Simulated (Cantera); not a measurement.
## Carbothermic reduction: Fe2O3 + CH4 + CO

Input: 1 mol Fe2O3, 1.2 mol CH4, 0.26 mol CO.

These are equilibrium values from Cantera (NASA tables, ideal gas, pure condensed phases), not measurements of a reactor. Candidate condensed phases: C, C6H6, C7H8, C8H18, Fe, Fe(CO)5, FeO, Fe(OH)2, Fe(OH)3, Fe2O3, Fe3O4, H2O; 114 gas species. Each liquid is taken as pure. Mutual solubility and eutectic melting of coexisting phases are not modelled. The tables' stoichiometric FeO is somewhat more stable than real wüstite, so its field is too wide. FeO: taken at fixed stoichiometry. Equilibrium is a limit: real reactors are often held back by kinetics, nucleation or transport.

### Question
Map the stable condensed phases over T = 1923, 1973, 2023, 2073, 2123, 2173, 2223, 2273, 2323, 2373, 2423 K and P in Pa = 10, 68, 460, 3200, 22000, 150000, 1000000.

### Answer
```
T in K \ P in Pa
              10      68     460    3200   22000  150000 1000000
   2423        A       A       A       B       C       C       C
   2373        A       A       A       B       C       C       C
   2323        A       A       A       B       C       C       C
   2273        A       A       A       C       C       C       C
   2223        A       A       B       C       C       C       C
   2173        A       A       B       C       C       C       C
   2123        A       A       B       C       C       C       C
   2073        A       A       C       C       C       C       C
   2023        A       B       C       C       C       C       C
   1973        A       B       C       C       C       C       C
   1923        A       B       C       C       C       C       C
```
A: gas only; B: FeO; C: Fe + FeO.
